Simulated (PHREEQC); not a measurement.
A solution holds 13 mmol/kgw LiOH, 1.9 mmol/kgw H3BO3 and 21 mmol/kgw (CH3)4NCl, at 25 °C. Closed to the air; pH follows from the charge balance.

The numbers come from PHREEQC with the ion-association model, wateq4f.dat.

No solid was allowed to form.

Task: What pH does the model give?

Result: pH 11.97.

Species that the database lacks are ignored. (CH3)4N+ isn't in the database: it is added as a free cation with an ion size of 4 Å.
